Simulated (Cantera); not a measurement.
Mixture: CH4 : O2 : N2 = 1 : 3.08 : 16.3 (molar parts), at 5.92 atm, adiabatic and at constant pressure. Ignition delay is the time to a rise of 400 K.

Computed with Cantera and GRI-Mech 3.0 (53 species, 325 reactions).

Task: What does this change do: constant volume in place of constant pressure?

Result: 
```tsv
quantity	before	after
delay at 1125 K	24.6 ms	23.9 ms
delay at 1325 K	2.05 ms	1.97 ms
delay at 1525 K	0.260 ms	0.246 ms
delay at 1725 K	48.8 µs	45.9 µs
apparent activation energy between 1625 and 1825 K	180 kJ/mol	180 kJ/mol
```

Task: What does this change do: pressure from 5.92 atm to 1.38 atm?

Result: 
```json
[
 {"quantity": "delay at 1125 K", "before": "24.6 ms", "after": "0.112 s"},
 {"quantity": "delay at 1325 K", "before": "2.05 ms", "after": "7.21 ms"},
 {"quantity": "delay at 1525 K", "before": "0.260 ms", "after": "0.803 ms"},
 {"quantity": "delay at 1725 K", "before": "48.8 µs", "after": "0.161 ms"},
 {"quantity": "apparent activation energy between 1625 and 1825 K", "before": "180 kJ/mol", "after": "170 kJ/mol"}
]
```
